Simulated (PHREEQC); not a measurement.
Model water analysis in mg/L, 25 °C, pH 7.72, pe 8.7:

| constituent | mg/L |
|---|---|
| Na | 2.39 |
| K | 1.5 |
| Ca | 46.7 |
| Mg | 2.04 |
| Cl | 14.3 |
| S(6) as SO4 | 79.2 |
| Alkalinity as HCO3 | 36.7 |
| Cd | 6.95 |
| Si as SiO2 | 0.0459 |
| Zn | 0.0614 |

Cl is adjusted to close the charge balance.
Valence states are taken as typed.

Model: ion-association model, phreeqc.dat, run in PHREEQC.

Question: The ionic strength comes out as 0.00451 mol/kgw. What activity coefficients do Cd+2, SO4-2, Mg+2, Cl-, CaHCO3+ get?

Answer: Cd+2 0.75, SO4-2 0.75, Mg+2 0.76, Cl- 0.93, CaHCO3+ 0.93.

This is a speciation only: nothing precipitates in the calculation. Saturation is exceeded, for instance for Otavite; the values hold only as long as no solid forms. Complexes and solids missing from the database can't appear. The database's zinc carbonate complexes are estimates, stronger than later reviews accept.
